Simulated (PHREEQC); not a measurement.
Consider water at 35 °C with 0.019 mol NiCl2 per kg of water. Closed to the air; pH follows from the charge balance.

The numbers come from PHREEQC with the ion-association model, wateq4f.dat.

No solid was allowed to form.

### Question
Estimate the pH.

### Answer
pH 5.82.

### Question
In which forms is Cl present?

### Answer
Cl- 98 %, NiCl+ 1.9 % of the Cl.

In wateq4f.dat the enthalpy of Ni(OH)2 has the wrong sign, so its saturation index can't be trusted away from 25 °C.
